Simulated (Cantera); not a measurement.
What does this Cantera script print?

```python
import numpy as np
import cantera as ct

gas_names = """
    B BH BH2 BH3 BO BO2 B2 B2O B2O2 B2O3 B3O3H3 H HBO HBO2 HO2 H2 H2O H2O2 H3B3O6 O OH O2 O3
""".split()
cond_names = """
    B(b) B(L) B2O3(L) B3O3H3(cr) H2O(s) H2O(L)
""".split()


# ... load() reads the species with a 1 bar reference pressure and builds the phases ...
atoms = {
    'B2H6': {'B': 2, 'H': 6},
    'O2': {'O': 2},
    'H2': {'H': 2},
}
top_T = {}  # K; cautious upper limits of use, not melting points


# ... equilibrate(T, P, feed) seeds the gas with the atoms and calls Mixture.equilibrate('TP', solver="vcs", rtol=1e-11, max_steps=5000) ...
results = []
feed = {'B2H6': 1, 'O2': 0.25, 'H2': 2.8}  # mol
P = 940  # Pa
for T in [1223, 1298, 1373, 1448, 1523, 1598, 1673, 1748, 1823, 1898, 1973, 2048]:
    mix = equilibrate(T, P, feed)
    results.append((T, P, feed, dict(zip(mix.species_names, mix.species_moles))))

top = {s: max(r[3][s] / sum(r[3][g] for g in gas_names) for r in results) for s in gas_names}
cols = sorted((s for s in top if top[s] > 0.0001), key=lambda s: -top[s])[:6]
seen = [c for c in cond_names if any(r[3].get(c, 0) > 1e-12 for r in results)]
print("log10 of partial pressures in bar; condensed amounts in mol")
print(f"{'T/K':>10s}" + "".join(f"{s[:9]:>10s}" for s in cols + seen))
for T, P, feed, n in results:
    ng = sum(n[g] for g in gas_names)
    print(f"{T:10.4g}" + "".join(f"{np.log10(max(n[s] / ng * P / 1e5, 1e-99)):10.3f}" for s in cols)
          + "".join(f"{n.get(c, 0):10.4g}" for c in seen))
```

It prints:

```
log10 of partial pressures in bar; condensed amounts in mol
       T/K        H2       HBO         H        BO      B2O2      B2O3      B(b)   B2O3(L)
      1223    -2.028    -5.073    -7.536    -8.961    -6.844    -7.716     1.661    0.1609
      1298    -2.029    -4.566    -6.984    -7.963    -5.956    -6.754     1.657    0.1564
      1373    -2.031    -4.117    -6.493    -7.077    -5.168    -5.902     1.644    0.1428
      1448    -2.038    -3.719    -6.055    -6.286    -4.465    -5.143      1.61    0.1023
      1523    -2.054    -3.396    -5.663    -5.603    -3.892    -4.549     1.524         0
      1598    -2.056    -3.352    -5.302    -5.241    -3.884    -4.776     1.515         0
      1673    -2.057    -3.324    -4.972    -4.923    -3.900    -5.018     1.509         0
      1748    -2.059    -3.306    -4.671    -4.641    -3.930    -5.260     1.505         0
      1823    -2.060    -3.297    -4.394    -4.390    -3.971    -5.504     1.502         0
      1898    -2.063    -3.296    -4.138    -4.167    -4.025    -5.751       1.5         0
      1973    -2.066    -3.307    -3.903    -3.971    -4.095    -6.009     1.498         0
      2048    -2.071    -3.330    -3.685    -3.802    -4.184    -6.285     1.495         0
```

Method: chemical equilibrium by Gibbs-energy minimisation in Cantera with the NASA 1993 tables (ideal gas, pure condensed phases). The feed counts by its element totals alone. Mutual solubility and eutectic melting of coexisting phases are not modelled. The tables' values for BH2 are old estimates; treat these amounts as uncertain.
